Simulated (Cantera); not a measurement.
Feed: 1 mol PbO, 0.85 mol CO, 6.3 mol H₂, equilibrated at 7.50 Torr.

Method: chemical equilibrium by Gibbs-energy minimisation in Cantera with the NASA 1993 tables (ideal gas, pure condensed phases). Candidate condensed phases: C, C₆H₆, C₇H₈, C₈H₁₈, H₂O, Pb, PbO, PbO₂, Pb₃O₄; 113 gas species. The numbers say what is thermodynamically allowed, not how fast it happens.

Problem. At 925 K, list the 6 most abundant gas species with their mole fractions, and the condensed phases.

Solution. H₂ 0.768, H₂O 0.113, CO 0.0917, CO₂ 0.0272, Pb 0.000267, CH₄ 1.24e-5. Condensed: Pb(l).
